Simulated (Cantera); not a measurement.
A closed system holds: 1 mol CF₄, 0.07 mol CH₄, at 6.40 Pa.

Equilibrium computed with Cantera from the NASA thermochemical tables; the gas is ideal and each condensed phase is pure. Candidate condensed phases: C, C₆H₆, C₇H₈, C₈H₁₈; 95 gas species. Gases not in the tables: C₂F₆ and larger saturated fluorocarbons. Kinetics and transport are ignored.

x: gas mole fraction; n: condensed amount in mol.

```
T (K)         x F       x CF₄       x CF₂        x HF         x C        x C₃         x H        x CF        x C₂  n C(graphite)
-----  ----------  ----------  ----------  ----------  ----------  ----------  ----------  ----------  ----------  -------------
1600       0.0125       0.741      0.0186       0.227    9.84e-12    1.81e-12     4.53e-8     4.78e-6      <1e-12          0.132
1750       0.0913       0.601       0.101       0.204     1.00e-9    3.71e-10     2.43e-7    0.000102    3.04e-11          0.101
1900        0.390       0.207       0.265       0.133     4.92e-8     3.23e-8     8.96e-7     0.00108     2.69e-9         0.0624
2050   (withheld)  (withheld)  (withheld)  (withheld)  (withheld)  (withheld)  (withheld)  (withheld)  (withheld)     (withheld)
2200        0.858     8.51e-5      0.0577      0.0740     2.39e-5     3.77e-5     3.68e-5     0.00973     3.30e-6          0.814
2350        0.892     1.19e-6      0.0177      0.0709    0.000290    0.000645    0.000266      0.0178     5.78e-5          0.921
2500        0.885     2.33e-8     0.00570      0.0679     0.00260     0.00777     0.00158      0.0289    0.000716          0.820
2650        0.815    4.95e-10     0.00168      0.0567      0.0171      0.0579     0.00722      0.0385     0.00585              0
2800        0.808    1.06e-11    0.000329      0.0397      0.0468      0.0464      0.0216      0.0272     0.00997              0
2950        0.786      <1e-12  (withheld)  (withheld)  (withheld)  (withheld)  (withheld)  (withheld)  (withheld)              0
3100        0.761      <1e-12     1.12e-5     0.00693       0.160     0.00707      0.0474     0.00864     0.00912              0
3250        0.751      <1e-12     1.84e-6     0.00250       0.187     0.00104      0.0505     0.00369     0.00420              0
```

Question: Some entries are withheld; supply them.

Answer: 
- 2050, x F: 0.728
- 2050, x CF₄: 0.00705
- 2050, x CF₂: 0.175
- 2050, x HF: 0.0839
- 2050, x C: 1.36e-6
- 2050, x C₃: 1.44e-6
- 2050, x H: 4.64e-6
- 2050, x CF: 0.00430
- 2050, x C₂: 1.23e-7
- 2050, n C(graphite): 0.444
- 2950, x CF₂: 6.39e-5
- 2950, x HF: 0.0189
- 2950, x C: 0.102
- 2950, x C₃: 0.0255
- 2950, x H: 0.0386
- 2950, x CF: 0.0170
- 2950, x C₂: 0.0123
